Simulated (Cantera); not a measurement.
Halide evaporation, hydrolysis and transport: KCl + HCl + N₂

Feed: 1 mol KCl, 0.4 mol HCl, 0.16 mol N₂, at 10.0 Pa.

These are equilibrium values from Cantera (NASA tables, ideal gas, pure condensed phases), not measurements of a reactor. Candidate condensed phases: K, KCl, NH₄Cl; 17 gas species. Rates play no part.

From 1648 K to 2173 K nothing is condensed. The main K-bearing gas is KCl throughout.

```tsv
T (K)	x KCl	x HCl	x Cl	x N₂	x K	x H	x H₂
1648	0.634	0.236	0.0181	0.102	0.000721	0.000811	0.00830
1723	0.629	0.225	0.0286	0.101	0.00179	0.00203	0.0124
1798	0.620	0.211	0.0432	0.0999	0.00411	0.00462	0.0173
1873	0.606	0.192	0.0629	0.0984	0.00879	0.00963	0.0222
1948	0.584	0.169	0.0885	0.0962	0.0175	0.0183	0.0263
2023	0.549	0.144	0.121	0.0931	0.0325	0.0319	0.0283
2098	0.499	0.117	0.161	0.0888	0.0558	0.0507	0.0272
2173	0.434	0.0896	0.208	0.0836	0.0885	0.0733	0.0231
```
x: gas mole fraction; nothing condenses.
